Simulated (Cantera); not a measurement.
Mixture: CH3OH : O2 : N2 = 1 : 2.08 : 7.83 (molar parts), equivalence ratio 0.72, at 1.00 atm, adiabatic and at constant pressure. Ignition delay is the time to a rise of 400 K.

Model: GRI-Mech 3.0 (53 species, 325 reactions), integrated in Cantera. GRI-Mech 3.0 was tuned for natural gas; its chemistry of methanol as a main component is partial and can be far from experiment.

Task: What does this change do: pressure from 1.00 atm to 0.444 atm?

Result: 
| quantity | before | after |
|---|---|---|
| delay at 1100 K | 61.7 ms | 0.128 s |
| delay at 1200 K | 10.2 ms | 21.3 ms |
| delay at 1300 K | 2.30 ms | 4.85 ms |
| delay at 1400 K | 0.679 ms | 1.44 ms |
| delay at 1500 K | 0.250 ms | 0.534 ms |
| apparent activation energy between 1400 and 1500 K | 170 kJ/mol | 170 kJ/mol |

Task: What does this change do: pressure from 1.00 atm to 9.87 atm?

Result: 
| quantity | before | after |
|---|---|---|
| delay at 1100 K | 61.7 ms | 10.1 ms |
| delay at 1200 K | 10.2 ms | 1.60 ms |
| delay at 1300 K | 2.30 ms | 0.346 ms |
| delay at 1400 K | 0.679 ms | 97.6 µs |
| delay at 1500 K | 0.250 ms | 34.5 µs |
| apparent activation energy between 1400 and 1500 K | 170 kJ/mol | 180 kJ/mol |
